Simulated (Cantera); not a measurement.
Feed: 1 mol FeS, 120 mol H₂, 22 mol N₂, held at 2.48 Torr.

Cantera equilibrium calculation (NASA polynomials, part measured and part estimated; ideal gas, pure solids and liquids). Candidate condensed phases: Fe, FeS, FeS₂, S; 16 gas species. Equilibrium is a limit: real reactors are often held back by kinetics, nucleation or transport.

**Question.** At 1425 °C, list the 7 most abundant gas species with their mole fractions, and the condensed phases.

**Answer.** H₂ 0.836, N₂ 0.154, H₂S 0.00283, H 0.00230, Fe 0.00185, S₂ 0.00143, SH 0.00112. Condensed: Fe(δ).
